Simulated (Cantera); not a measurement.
A perfectly stirred reactor is fed with C2H4 : H2 = 1 : 3.5 (molar parts), at 0.000210 bar; it is held at 1975 K, and followed from long to short residence time.

Detailed kinetics in Cantera: GRI-Mech 3.0 (53 species, 325 reactions). GRI-Mech 3.0 was tuned for natural gas; its chemistry of ethylene as a main component is partial and can be far from experiment. GRI-Mech 3.0 stops at C3 and has no aromatics, soot or wall deposition, so with more carbon than oxygen in the feed, carbon stays in small species such as C2H2 where larger ones or solid carbon would form. Radical loss at walls, strong at low pressure, is not modelled.

x: mole fraction; the columns are a selection and need not sum to one.

| τ (s) | x C2H4 | x H2 | x C2H2 | x C2H | x CH4 |
|---|---|---|---|---|---|
| 20 | 0.000306 | 0.815 | 0.181 | 1.19e-5 | 9.11e-5 |
| 4.5 | 0.00263 | 0.817 | 0.180 | 4.03e-6 | 6.49e-5 |
| 1.0 | ? | 0.815 | 0.169 | ? | ? |
| 0.24 | ? | 0.807 | ? | ? | ? |
| 0.054 | 0.142 | 0.792 | 0.0659 | 2.23e-7 | 6.51e-6 |
| 0.012 | 0.199 | 0.782 | 0.0187 | 1.97e-8 | 6.27e-7 |
| 0.0028 | 0.217 | 0.779 | 0.00457 | 1.18e-9 | 3.21e-8 |

Question: Some entries are withheld; supply them.

Answer: 
- 1.0, x C2H4: 0.0154
- 1.0, x C2H: 1.70e-6
- 1.0, x CH4: 3.91e-5
- 0.24, x C2H4: 0.0582
- 0.24, x C2H2: 0.134
- 0.24, x C2H: 8.20e-7
- 0.24, x CH4: 2.17e-5
